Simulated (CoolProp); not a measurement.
A simple Rankine cycle with R245fa: condensing at 330.15 K, boiler at 2.56 MPa, turbine inlet 439 K, turbine efficiency 0.7, pump efficiency 0.6, no recuperator. Each further row changes one setting.

Computed with CoolProp (reference Helmholtz-energy equation of state, Akasaka 2015).

| case | thermal efficiency (%) | net work (kJ/kg) | heat in (kJ/kg) | turbine exit temperature (K) | volume ratio over the turbine |
|---|---|---|---|---|---|
| as stated | 9.4 | ? | 259 | ? | 6.85 |
| condensing temperature 322.15 K | ? | 28.1 | 270 | 387.1 | 8.70 |
| boiler pressure 1.79 MPa | 8.0 | 21.6 | 271 | ? | 4.45 |
| turbine efficiency 0.6 | 7.9 | 20.6 | 259 | 395.4 | 6.93 |

**Question.** Some entries are withheld; supply them.

**Answer.** 
- as stated, net work (kJ/kg): 24.5
- as stated, turbine exit temperature (K): 391.7
- condensing temperature 322.15 K, thermal efficiency (%): 10.4
- boiler pressure 1.79 MPa, turbine exit temperature (K): 405.0
